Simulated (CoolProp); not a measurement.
Vapour-liquid equilibrium of R143a (1) + fluoroethane (R161) (2) at 0.25 MPa; x and y are mole fractions of (1).

Model: multi-fluid Helmholtz-energy mixture model, Lemmon and Jacobsen 2000 and Wu 2012; pair parameters Bell 2016, in CoolProp.

| x | bubble temperature (°C) | y at the bubble point | dew temperature at overall composition x (°C) | liquid density (mol/L) |
|---|---|---|---|---|
| 0.05 | -16.6 | (withheld) | -16.3 | (withheld) |
| 0.2 | -18.5 | 0.270 | -17.8 | 15.63 |
| 0.35 | -20.3 | 0.439 | -19.3 | (withheld) |
| 0.5 | -21.8 | 0.588 | -20.9 | 14.64 |
| 0.65 | -23.2 | 0.724 | -22.4 | 14.18 |
| 0.8 | -24.5 | 0.848 | -24.0 | 13.73 |
| 0.95 | -25.8 | 0.963 | -25.6 | (withheld) |

**Question.** What belongs in the gaps?

**Answer.** 
- 0.05, y at the bubble point: 0.074
- 0.05, liquid density (mol/L): 16.16
- 0.35, liquid density (mol/L): 15.13
- 0.95, liquid density (mol/L): 13.31

No azeotrope shows between x = 0.05 and 0.95.

The pair parameters rest on a limited set of measurements; away from them the model extrapolates.
